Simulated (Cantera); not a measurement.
A closed system holds: 1 mol Si3N4, 0.088 mol CO2, 130 mol H2, 0.12 mol H2O, held at 50.0 Pa.

Method: chemical equilibrium by Gibbs-energy minimisation in Cantera with the NASA 1993 tables (ideal gas, pure condensed phases). Candidate condensed phases: C, C6H6, C7H8, C8H18, H2O, Si, SiC, SiO2, Si2N2O, Si3N4; 151 gas species. Mutual solubility and eutectic melting of coexisting phases are not modelled. Equilibrium is a limit: real reactors are often held back by kinetics, nucleation or transport.

**Question.** At 1598 K, list the 5 most abundant gas species with their mole fractions, and the condensed phases.

**Answer.** H2 0.980, N2 0.0151, H 0.00236, SiO 0.00215, Si 0.000187. Condensed: Si(s) + SiC(s).
